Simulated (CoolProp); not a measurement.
Vapour-liquid equilibrium of dimethyl ether (1) + R236EA (2) at 1.13 MPa; x and y are mole fractions of (1).

Model: multi-fluid Helmholtz-energy mixture model, Wu 2011 and Rui 2013; pair parameters Bell 2016, in CoolProp.

```
x     bubble temperature, mixture model (°C)  bubble temperature, Raoult's law (°C)  y, mixture model  y, Raoult's law
----  --------------------------------------  -------------------------------------  ----------------  ---------------
0.05                                    84.9                                   82.6             0.053            0.104
0.15                                    84.3                                   77.9             0.166            0.283
0.25                                    83.2                                   73.6             0.289            0.431
0.35                                    81.3                                   69.6             0.422            0.555
0.45                                    78.4                                   65.8             0.559            0.657
0.55                                    74.2                                   62.4             0.691            0.744
0.65                                    69.1                                   59.2             0.806            0.817
0.75                                    63.2                                   56.2             0.895            0.880
0.85                                    57.2                                   53.4             0.954            0.933
0.95                                    51.8                                   50.8             0.989            0.979
```

The largest gap from Raoult's law is +12.6 K in bubble temperature, at x = 0.45. No azeotrope shows between x = 0.05 and 0.95.

Pair parameters are fitted to limited data, so mixtures are less certain than the pure fluids.
